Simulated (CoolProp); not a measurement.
The fluid at 298.15 K and 0.772 MPa flows at 0.49 m/s in a round tube of 50 mm bore and 1.5 µm roughness, fully developed (64/Re and Nu = 3.66 if laminar; Colebrook and Gnielinski if turbulent). The same conditions are run with several fluids, on thermodynamics alone (safety and materials aside).

Values from CoolProp's reference Helmholtz-energy equation of state of each fluid (propane: Lemmon 2009; CH2F2 (R32): Tillner-Roth 1997; R125: Lemmon 2005; carbon dioxide: Span 1996; normal hydrogen: Leachman 2009).

Rank propane, CH2F2 (R32), R125, carbon dioxide, normal hydrogen by Reynolds number, highest first.

R125 (80300), propane (47600), CH2F2 (R32) (32900), carbon dioxide (23300), normal hydrogen (1720)

| fluid | Darcy friction factor | pressure drop (Pa/m) | heat-transfer coefficient (W/(m² K)) | mass flow (kg/h) |
|---|---|---|---|---|
| propane | 0.0212 | 0.813 | 41.8 | 55.2 |
| CH2F2 (R32) | 0.0231 | 0.998 | 26.1 | 62.4 |
| R125 | 0.0190 | 1.95 | 47.6 | 149 |
| carbon dioxide | 0.0250 | 0.857 | 21.0 | 49.4 |
| normal hydrogen | 0.0372 | 0.0558 | 13.7 | 2.16 |

Transport values come from each fluid's own correlations; those of CH2F2 (R32) are estimates that may be off by 10 % or more.
